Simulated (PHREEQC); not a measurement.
0.079 g of hydrous ferric oxide (600 m²/g; 0.2 weak and 0.005 strong sites per Fe, Dzombak-Morel constants, diffuse double layer) in 1 kg of water with 0.05 mol/kgw of an inert sodium salt, at 25 °C; the pH is set by adding NaOH or the inert anion's acid. Oxygen alone is held at its pressure in air (log pO2 = -0.68). CO2 from the air is kept out. Precipitation was switched off in this run.

All values are PHREEQC results (ion-association model, wateq4f.dat), not measurements.

```
pH    surface charge σ (C/m²)  surface potential ψ (mV)
----  -----------------------  ------------------------
3                       0.357                       169
3.5                     0.335                       166
4.5                     0.238                         ?
5                           ?                       135
5.5                     0.130                       118
6.5                     0.058                        78
7                       0.034                         ?
7.5                     0.017                        31
8.5                    -0.010                         ?
9                      -0.026                       -45
9.5                         ?                       -69
10.5                   -0.111                      -110
11                     -0.158                      -128
```

Fill in the missing entries.


- 4.5, surface potential ψ (mV): 149
- 5, surface charge σ (C/m²): 0.181
- 7, surface potential ψ (mV): 56
- 8.5, surface potential ψ (mV): -20
- 9.5, surface charge σ (C/m²): -0.046

The oxide is taken as insoluble; below pH 4 it would dissolve.
